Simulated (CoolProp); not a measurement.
Vapour-liquid equilibrium of n-pentane (1) + benzene (2) at 1200 kPa; x and y are mole fractions of (1).

The numbers come from the multi-fluid Helmholtz-energy mixture model, Thol 2019 and Thol 2012; pair parameters Bell 2016 in CoolProp.

### Question
Give the bubble temperature and the first vapour's composition at x = 0.65, 0.8, 0.95. Is there an azeotrope?

### Answer
x = 0.65: 419.2 K, y = 0.783; x = 0.8: 413.9 K, y = 0.878; x = 0.95: 409.0 K, y = 0.970. No azeotrope shows between x = 0.05 and 0.95.

The pair parameters rest on a limited set of measurements; away from them the model extrapolates.
